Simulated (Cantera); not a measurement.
# Equilibrium for halide evaporation, hydrolysis and transport: BaF2 + O2 + H2

Feed: 1 mol BaF2, 0.83 mol O2, 48 mol H2, held at 0.113 Torr.

Cantera equilibrium calculation (NASA polynomials, part measured and part estimated; ideal gas, pure solids and liquids). Candidate condensed phases: Ba, BaF2, BaO, Ba(OH)2, H2O; 27 gas species. Mutual solubility and eutectic melting of coexisting phases are not modelled. Equilibrium is a limit: real reactors are often held back by kinetics, nucleation or transport.

From 1200 K to 1350 K the condensed part is BaF2(s) + BaO(s). From 1425 K to 1500 K the condensed part is BaO(s). From 1575 K to 2025 K nothing is condensed. The main Ba-bearing gas is BaF2 at 1200 K and BaF at 2025 K.

```tsv
T (K)	x H2	x H	x H2O	x HF	x BaF2	x BaF	n BaF2(s)	n BaO(s)
1200	0.965	1.58e-5	0.0342	0.000683	0.000134	5.16e-6	0.977	0.0162
1275	0.963	5.91e-5	0.0336	0.00186	0.00122	5.70e-5	0.895	0.0431
1350	0.954	0.000190	0.0322	0.00443	0.00836	0.000477	0.475	0.0951
1425	0.943	0.000541	0.0318	0.00581	0.0165	0.00186	0	0.0943
1500	0.940	0.00139	0.0332	0.00543	0.0154	0.00437	0	0.0174
1575	0.936	0.00328	0.0335	0.00701	0.0136	0.00644	0	0
1650	0.930	0.00715	0.0333	0.00919	0.0115	0.00835	0	0
1725	0.921	0.0146	0.0331	0.0115	0.00929	0.0102	0	0
1800	0.906	0.0278	0.0328	0.0138	0.00720	0.0118	0	0
1875	0.882	0.0503	0.0322	0.0159	0.00536	0.0129	0	0
1950	0.845	0.0860	0.0314	0.0177	0.00384	0.0133	0	0
2025	0.791	0.140	0.0301	0.0192	0.00266	0.0130	0	0
```
x: gas mole fraction; n: condensed amount in mol.
